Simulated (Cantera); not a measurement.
# Stirred combustor or abatement burner

A perfectly stirred reactor is fed with CO : H₂ : CH₄ : O₂ : N₂ = 1 : 0.84 : 1.3 : 4.89 : 18.4 (molar parts), equivalence ratio 0.72, at 1600000 Pa; it is adiabatic with a 575 K inlet, and is followed from long to short residence time, starting on the burning branch (τ in s: 0.076, 0.035, 0.016, 0.0077, 0.0036, 0.0017, 0.00077, 0.00036, 0.00017, 7.8e-05, 3.6e-05, 1.7e-05, 7.9e-06).

Model: GRI-Mech 3.0 (53 species, 325 reactions), integrated in Cantera. The pressure lies above the range GRI-Mech 3.0 was tuned for (to about 10 atm).

```csv
τ (s),T (K),x CO,x H₂,x CH₄,x N₂O,x CO₂,x CH₂CO,x H
0.076,2153,0.000451,0.000128,4.69e-7,1.16e-6,0.0896,2.69e-11,1.25e-5
0.035,2155,0.000481,0.000133,9.98e-7,1.18e-6,0.0896,6.45e-11,1.31e-5
0.016,2156,0.000539,0.000141,2.13e-6,1.21e-6,0.0895,1.70e-10,1.41e-5
0.0077,2155,0.000647,0.000157,4.27e-6,1.26e-6,0.0894,4.62e-10,1.60e-5
0.0036,2153,0.000866,0.000189,8.55e-6,1.37e-6,0.0892,1.43e-9,2.01e-5
0.0017,2149,0.00127,0.000248,1.63e-5,1.57e-6,0.0887,4.51e-9,2.83e-5
0.00077,2141,0.00205,0.000361,3.08e-5,1.89e-6,0.0879,1.49e-8,4.63e-5
0.00036,2128,0.00332,0.000545,5.46e-5,2.26e-6,0.0865,4.41e-8,8.13e-5
0.00017,2108,0.00539,0.000837,9.53e-5,2.55e-6,0.0842,1.23e-7,0.000147
7.8e-5,2074,0.00892,0.00131,0.000174,2.61e-6,0.0804,3.45e-7,0.000269
3.6e-5,2019,0.0149,0.00204,0.000343,2.37e-6,0.0739,1.01e-6,0.000461
1.7e-5,1907,0.0274,0.00345,0.000943,1.75e-6,0.0599,4.62e-6,0.000624
7.9e-6,575,0.0378,0.0318,0.0492,<1e-12,<1e-12,<1e-12,<1e-12
```
x: mole fraction; the columns are a selection and need not sum to one.
